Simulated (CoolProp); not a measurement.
A Linde-Hampson liquefier for ethylene: isothermal reversible compression at 320 K from 1 atm to 20 MPa, throttling to 1 atm, return gas leaving the recuperator 2 K below the feed. Each further row changes one setting.

The numbers come from the reference Helmholtz-energy equation of state, Smukala 2000 in CoolProp.

| case | liquid yield per pass | compression work (kJ/kg of gas) |
|---|---|---|
| as stated | 0.414 | 418 |
| high pressure 40 MPa | 0.425 | 468 |
| warm-end temperature 350 K | 0.328 | 483 |
| warm-end gap 7 K | 0.407 | 418 |
